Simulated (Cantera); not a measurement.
Charge: 1 mol MgO, 0.43 mol O2, 0.09 mol H2O, 1.9 mol SO3, held at 1348.15 K and 2550 Torr.

These are equilibrium values from Cantera (NASA tables, ideal gas, pure condensed phases), not measurements of a reactor. Candidate condensed phases: H2O, H2SO4, Mg, MgO, Mg(OH)2, MgS, MgSO4, S; 26 gas species. Rates play no part.

Base state: O2 0.458, SO2 0.444, H2O 0.0493, SO3 0.0492, OH 1.13e-5 (mole fractions); condensed: MgSO4(s).

What changes in the equilibrium state with this change: temperature from 1348.15 K to 1698.15 K?


```tsv
species	before	after
SO2	0.444	0.557
O2	0.458	0.406
H2O	0.0493	0.0268
SO3	0.0492	0.0100
O	1.50e-7	1.52e-5
OH	1.13e-5	0.000161
MgSO4(s), mol	1.00	0
MgO(s), mol	0	1.00
```

What changes in the equilibrium state with this change: temperature from 1348.15 K to 1100 K?


```json
[
 {"species": "O2", "before": "0.458", "after": "0.410"},
 {"species": "SO2", "before": "0.444", "after": "0.309"},
 {"species": "SO3", "before": "0.0492", "after": "0.227"},
 {"species": "H2O", "before": "0.0493", "after": "0.0535"},
 {"species": "H2SO4", "before": "2.35e-6", "after": "6.70e-5"},
 {"species": "OH", "before": "1.13e-5", "after": "4.33e-7"},
 {"species": "MgSO4(s), mol", "before": "1.00", "after": "1.00"}
]
```
